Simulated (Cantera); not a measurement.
Input: 1 mol Cu, 0.51 mol O₂, 1.5 mol H₂, at 1850 K and 17.0 Pa.

These are equilibrium values from Cantera (NASA tables, ideal gas, pure condensed phases), not measurements of a reactor. Candidate condensed phases: Cu, CuO, Cu(OH)₂, Cu₂O, H₂O; 12 gas species. Equilibrium is a limit: real reactors are often held back by kinetics, nucleation or transport.

Base state: H₂O 0.400, Cu 0.396, H₂ 0.183, H 0.0177, OH 0.00285, O 0.000210, O₂ 0.000202, Cu₂ 6.62e-5 (mole fractions); condensed: gas only.

Problem. What changes in the equilibrium state with this change: O₂ from 0.51 to 0.0026 mol?

Solution. 
```csv
species,before,after
H₂,0.183,0.573
Cu,0.396,0.394
H,0.0177,0.0313
H₂O,0.400,0.00204
O₂,0.000202,<1e-9
O,0.000210,3.42e-7
```

Problem. What changes in the equilibrium state with this change: H₂ from 1.5 to 7.6 mol?

Solution. 
```json
[
 {"species": "H₂", "before": "0.183", "after": "0.734"},
 {"species": "H₂O", "before": "0.400", "after": "0.116"},
 {"species": "Cu", "before": "0.396", "after": "0.114"},
 {"species": "H", "before": "0.0177", "after": "0.0354"},
 {"species": "O₂", "before": "0.000202", "after": "1.06e-6"},
 {"species": "O", "before": "0.000210", "after": "1.52e-5"},
 {"species": "Cu₂", "before": "6.62e-5", "after": "5.52e-6"}
]
```
